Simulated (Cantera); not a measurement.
Input (Python, Cantera):

```python
import numpy as np
import cantera as ct

gas = ct.Solution("gri30.yaml")
gas.TPX = 1275, 101325, {'CH4': 1, 'CO': 0.048, 'O2': 1.45, 'N2': 5.44}
reactor = ct.IdealGasConstPressureReactor(gas, energy="on", clone=False)
net = ct.ReactorNet([reactor])
net.rtol, net.atol = 1e-08, 1e-16
show = ['CH4', 'CO', 'O2', 'C2H6', 'C2H', 'CH2']
times = np.geomspace(2e-06, 1, 12)

steps = ct.SolutionArray(gas, extra=["t"])
rows = []
print(f"{'t/s':>10s}{'T/K':>9s}{'P/Pa':>11s}" + "".join(f"{s:>11s}" for s in show))
for t in times:
    while net.time < t:
        t_next = net.step()
        steps.append(gas.state, t=t_next)
    rows.append([np.interp(t, steps.t, y) for y in (steps.T, steps.P, *steps(*show).X.T)])
    print(f"{t:10.3e}{rows[-1][0]:9.1f}{rows[-1][1]:11.4g}" + "".join(f"{x:11.3e}" for x in rows[-1][2:]))
rate = np.gradient(steps.T, steps.t)
print("integrator steps:", len(steps.t))
if steps.T.max() > steps.T[0] + 200:
    print(f"time of steepest temperature rise: {steps.t[rate.argmax()]:.4e} s")
gas.TPX = 1275, 101325, {'CH4': 1, 'CO': 0.048, 'O2': 1.45, 'N2': 5.44}
gas.equilibrate("HP")
print(f"equilibrium (HP): T = {gas.T:.1f} K  " + "  ".join(f"{s} {gas[s].X[0]:.3e}" for s in show))
```

Result:

```
       t/s      T/K       P/Pa        CH4         CO         O2       C2H6        C2H        CH2
 2.000e-06   1275.0  1.013e+05  1.260e-01  6.047e-03  1.827e-01  2.318e-15  3.257e-33  6.453e-18
 6.594e-06   1275.0  1.013e+05  1.260e-01  6.047e-03  1.827e-01  9.070e-14  5.232e-32  3.388e-17
 2.174e-05   1275.0  1.013e+05  1.260e-01  6.047e-03  1.827e-01  3.471e-12  1.992e-30  2.305e-16
 7.166e-05   1275.0  1.013e+05  1.260e-01  6.047e-03  1.827e-01  1.440e-10  5.294e-28  2.540e-15
 2.363e-04   1275.0  1.013e+05  1.260e-01  6.047e-03  1.827e-01  8.252e-09  4.014e-25  4.723e-14
 7.789e-04   1275.0  1.013e+05  1.260e-01  6.046e-03  1.827e-01  7.679e-07  6.806e-22  1.186e-12
 2.568e-03   1275.5  1.013e+05  1.258e-01  6.048e-03  1.826e-01  2.403e-05  3.838e-19  6.252e-12
 8.465e-03   1279.6  1.013e+05  1.249e-01  6.152e-03  1.820e-01  2.149e-04  8.509e-17  2.595e-11
 2.791e-02   2633.2  1.013e+05  1.481e-13  8.277e-02  1.160e-03  1.641e-26  3.715e-18  1.698e-13
 9.201e-02   2632.5  1.013e+05  1.491e-13  8.280e-02  1.150e-03  1.660e-26  3.717e-18  1.698e-13
 3.033e-01   2632.5  1.013e+05  1.491e-13  8.280e-02  1.150e-03  1.660e-26  3.717e-18  1.698e-13
 1.000e+00   2632.5  1.013e+05  1.491e-13  8.280e-02  1.150e-03  1.660e-26  3.717e-18  1.698e-13
integrator steps: 2335
time of steepest temperature rise: 2.0076e-02 s
equilibrium (HP): T = 2632.5 K  CH4 1.762e-13  CO 8.280e-02  O2 1.150e-03  C2H6 2.209e-26  C2H 3.995e-18  CH2 1.802e-13
```

Model: GRI-Mech 3.0 (53 species, 325 reactions), integrated in Cantera.
